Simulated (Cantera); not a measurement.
A Cantera script and what it prints.

```python
import numpy as np
import cantera as ct

gas_names = """
    B BF BF2 BF3 BO BOF BOF2 BO2 B2 B2O B2O2 B2O3 B3O3F3 F FO FO2 F2 F2O O O2 O3
""".split()
cond_names = """
    B(b) B(L) B2O3(L)
""".split()


# ... load() reads the species with a 1 bar reference pressure and builds the phases ...
atoms = {
    'B2O3': {'B': 2, 'O': 3},
    'F2': {'F': 2},
}
top_T = {}  # K; cautious upper limits of use, not melting points


# ... equilibrate(T, P, feed) seeds the gas with the atoms and calls Mixture.equilibrate('TP', solver="vcs", rtol=1e-11, max_steps=5000) ...
results = []
T = 1875  # K
P = 84  # Pa
for m in [0.7, 1.1, 1.7, 2.7, 4.3, 6.8, 11, 17]:
    feed = {'B2O3': 1, 'F2': m}  # mol
    mix = equilibrate(T, P, feed)
    results.append((T, P, feed, dict(zip(mix.species_names, mix.species_moles))))

top = {s: max(r[3][s] / sum(r[3][g] for g in gas_names) for r in results) for s in gas_names}
cols = sorted((s for s in top if top[s] > 1e-06), key=lambda s: -top[s])[:6]
seen = [c for c in cond_names if any(r[3].get(c, 0) > 1e-12 for r in results)]
print("log10 of partial pressures in bar; condensed amounts in mol")
print(f"{'n(F2)':>10s}" + "".join(f"{s[:9]:>10s}" for s in cols + seen))
for T, P, feed, n in results:
    ng = sum(n[g] for g in gas_names)
    print(f"{feed['F2']:10.4g}" + "".join(f"{np.log10(max(n[s] / ng * P / 1e5, 1e-99)):10.3f}" for s in cols)
          + "".join(f"{n.get(c, 0):10.4g}" for c in seen))
```

Result:

```
log10 of partial pressures in bar; condensed amounts in mol
     n(F2)         F       BOF       BF3        O2      B2O3       BO2
       0.7    -7.993    -3.245    -8.329    -3.870    -3.958    -4.630
       1.1    -6.062    -3.205    -4.488    -3.748    -7.679    -6.460
       1.7    -5.522    -3.417    -3.691    -3.608    -9.113    -7.142
       2.7    -4.994    -4.101    -3.381    -3.482   -11.474    -8.291
       4.3    -3.447    -7.479    -3.561    -3.690   -21.427   -13.319
       6.8    -3.241    -8.281    -3.821    -3.951   -23.574   -14.458
        11    -3.162    -8.806    -4.065    -4.197   -24.905   -15.185
        17    -3.127    -9.189    -4.273    -4.407   -25.845   -15.708
```

Cantera equilibrium calculation (NASA polynomials, part measured and part estimated; ideal gas, pure solids and liquids). The tables' values for BF2 are old estimates; treat these amounts as uncertain.
